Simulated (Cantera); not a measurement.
Charge: 1 mol CuO, 1.7 mol CH₄, 6 mol H₂, at 0.100 bar.

These are equilibrium values from Cantera (NASA tables, ideal gas, pure condensed phases), not measurements of a reactor. Candidate condensed phases: C, C₆H₆, C₇H₈, C₈H₁₈, Cu, CuO, Cu(OH)₂, Cu₂O, H₂O; 113 gas species. Equilibrium is a limit: real reactors are often held back by kinetics, nucleation or transport.

log p: log10 of the partial pressure in bar; n: condensed amount in mol.

| T (K) | log p H₂ | log p CO | log p Cu | log p H | n C(graphite) | n Cu(l) |
|---|---|---|---|---|---|---|
| 1448 | -1.04 | -2.02 | -5.48 | -5.56 | 0.697 | 1.000 |
| 1523 | -1.04 | -2.02 | -4.92 | -5.16 | 0.698 | 0.999 |
| 1598 | -1.04 | -2.02 | -4.41 | -4.80 | 0.698 | 0.996 |
| 1673 | -1.04 | -2.02 | -3.95 | -4.47 | 0.698 | 0.988 |
| 1748 | -1.05 | -2.02 | -3.54 | -4.16 | 0.697 | 0.970 |
| 1823 | -1.05 | -2.02 | -3.15 | -3.89 | 0.695 | 0.926 |
| 1898 | -1.05 | -2.02 | -2.80 | -3.63 | 0.692 | ? |
| 1973 | -1.06 | -2.03 | -2.48 | -3.40 | 0.688 | ? |
| 2048 | -1.08 | -2.05 | -2.18 | -3.19 | 0.680 | ? |
| 2123 | -1.09 | -2.06 | -2.06 | -2.99 | 0.669 | 0 |
| 2198 | -1.09 | -2.06 | -2.06 | -2.80 | 0.653 | 0 |
| 2273 | -1.10 | -2.06 | -2.06 | -2.62 | 0.630 | 0 |

Task: Complete the blanks.

Result: 
- 1898, n Cu(l): 0.832
- 1973, n Cu(l): 0.637
- 2048, n Cu(l): 0.249
